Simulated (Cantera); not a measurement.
## Low-pressure radical oxidation in H2/O2

An isothermal, constant-pressure homogeneous reactor starts with H2 : O2 = 0.1 : 1 (molar parts), at 1423 K and 1330 Pa.

Model: GRI-Mech 3.0 (53 species, 325 reactions), integrated in Cantera. Radical loss at walls, strong at low pressure, is not modelled. The temperature is held fixed by assumption; the heat of reaction is taken as removed at once.

| t (s) | x H2 | x O2 | x H | x H2O | x O | x H2O2 |
|---|---|---|---|---|---|---|
| 3.00e-5 | 0.0909 | 0.909 | 5.56e-8 | 1.50e-8 | 3.88e-8 | 4.58e-11 |
| 8.77e-5 | 0.0909 | 0.909 | 2.26e-7 | 2.84e-7 | 2.90e-7 | 3.82e-10 |
| 0.000256 | 0.0909 | 0.909 | 6.19e-6 | 1.49e-5 | 9.34e-6 | 3.05e-9 |
| 0.000750 | 0.0306 | 0.865 | 0.0157 | 0.0450 | 0.0292 | 1.46e-7 |
| 0.00219 | 0.00247 | 0.839 | 0.0153 | 0.0758 | 0.0573 | 8.77e-8 |
| 0.00641 | 0.00230 | 0.844 | 0.0135 | 0.0774 | 0.0525 | 8.75e-8 |
| 0.0187 | 0.00185 | 0.858 | 0.00935 | 0.0813 | 0.0409 | 8.54e-8 |
| 0.0548 | 0.00102 | 0.880 | 0.00357 | 0.0876 | 0.0214 | 7.38e-8 |
| 0.160 | 0.000281 | 0.897 | 0.000496 | 0.0925 | 0.00571 | 4.49e-8 |
| 0.468 | 4.66e-5 | 0.903 | 3.30e-5 | 0.0944 | 0.000934 | 1.83e-8 |
| 1.37 | 7.58e-6 | 0.904 | 2.16e-6 | 0.0949 | 0.000152 | 6.26e-9 |
| 4.00 | 1.59e-6 | 0.905 | 2.07e-7 | 0.0951 | 3.18e-5 | 2.29e-9 |
x: mole fraction; the columns are a selection and need not sum to one.

Equilibrium at this temperature and pressure: H2 5.58e-7, O2 0.905, H 4.33e-8, H2O 0.0952, O 1.12e-5, H2O2 1.36e-9 (gas phase only).
